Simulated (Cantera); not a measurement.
Input (Python, Cantera):

```python
import numpy as np
import cantera as ct

gas = ct.Solution("gri30.yaml")
gas.TPX = 1775, 13332, {'CH4': 1, 'H2': 11}
reactor = ct.IdealGasConstPressureReactor(gas, energy="off", clone=False)
net = ct.ReactorNet([reactor])
net.rtol, net.atol = 1e-08, 1e-18
show = ['CH4', 'H2', 'C2H6', 'C2H2', 'CH2', 'C2H4', 'CH3']
times = np.geomspace(0.0003, 200, 15)

steps = ct.SolutionArray(gas, extra=["t"])
rows = []
print(f"{'t/s':>10s}{'T/K':>9s}{'P/Pa':>11s}" + "".join(f"{s:>11s}" for s in show))
for t in times:
    while net.time < t:
        t_next = net.step()
        steps.append(gas.state, t=t_next)
    rows.append([np.interp(t, steps.t, y) for y in (steps.T, steps.P, *steps(*show).X.T)])
    print(f"{t:10.3e}{rows[-1][0]:9.1f}{rows[-1][1]:11.4g}" + "".join(f"{x:11.3e}" for x in rows[-1][2:]))
rate = np.gradient(steps.T, steps.t)
print("integrator steps:", len(steps.t))
if steps.T.max() > steps.T[0] + 200:
    print(f"time of steepest temperature rise: {steps.t[rate.argmax()]:.4e} s")
gas.TPX = 1775, 13332, {'CH4': 1, 'H2': 11}
gas.equilibrate("TP")
print(f"equilibrium (TP): T = {gas.T:.1f} K  " + "  ".join(f"{s} {gas[s].X[0]:.3e}" for s in show))
```

Output:

```
       t/s      T/K       P/Pa        CH4         H2       C2H6       C2H2        CH2       C2H4        CH3
 3.000e-04   1775.0  1.333e+04  8.306e-02  9.166e-01  1.417e-06  1.145e-07  3.849e-08  3.268e-06  2.504e-04
 7.818e-04   1775.0  1.333e+04  8.255e-02  9.164e-01  9.283e-06  8.681e-06  2.131e-07  5.043e-05  6.024e-04
 2.038e-03   1775.0  1.333e+04  8.076e-02  9.169e-01  2.408e-05  3.411e-04  6.021e-07  3.254e-04  1.037e-03
 5.310e-03   1775.0  1.333e+04  7.561e-02  9.196e-01  2.427e-05  2.601e-03  6.675e-07  4.359e-04  1.059e-03
 1.384e-02   1775.0  1.333e+04  6.457e-02  9.256e-01  1.813e-05  7.856e-03  6.007e-07  3.445e-04  9.203e-04
 3.607e-02   1775.0  1.333e+04  4.633e-02  9.356e-01  9.756e-06  1.651e-02  4.760e-07  2.258e-04  6.816e-04
 9.399e-02   1775.0  1.333e+04  2.604e-02  9.466e-01  3.277e-06  2.609e-02  3.067e-07  1.469e-04  4.001e-04
 2.449e-01   1775.0  1.333e+04  1.180e-02  9.543e-01  7.150e-07  3.279e-02  1.567e-07  1.273e-04  1.881e-04
 6.384e-01   1775.0  1.333e+04  4.885e-03  9.581e-01  1.342e-07  3.603e-02  6.951e-08  1.293e-04  7.955e-05
 1.664e+00   1775.0  1.333e+04  2.300e-03  9.595e-01  3.784e-08  3.724e-02  3.371e-08  1.321e-04  3.776e-05
 4.336e+00   1775.0  1.333e+04  1.716e-03  9.598e-01  2.558e-08  3.751e-02  2.535e-08  1.329e-04  2.823e-05
 1.130e+01   1775.0  1.333e+04  1.692e-03  9.598e-01  2.514e-08  3.752e-02  2.500e-08  1.329e-04  2.782e-05
 2.945e+01   1775.0  1.333e+04  1.692e-03  9.598e-01  2.514e-08  3.752e-02  2.500e-08  1.329e-04  2.782e-05
 7.674e+01   1775.0  1.333e+04  1.692e-03  9.598e-01  2.514e-08  3.752e-02  2.500e-08  1.329e-04  2.782e-05
 2.000e+02   1775.0  1.333e+04  1.692e-03  9.598e-01  2.514e-08  3.752e-02  2.500e-08  1.329e-04  2.782e-05
integrator steps: 982
equilibrium (TP): T = 1775.0 K  CH4 1.692e-03  H2 9.598e-01  C2H6 2.514e-08  C2H2 3.752e-02  CH2 2.500e-08  C2H4 1.329e-04  CH3 2.782e-05
```

Model: GRI-Mech 3.0 (53 species, 325 reactions), integrated in Cantera. GRI-Mech 3.0 stops at C3 and has no aromatics, soot or wall deposition, so with more carbon than oxygen in the feed, carbon stays in small species such as C2H2 where larger ones or solid carbon would form.
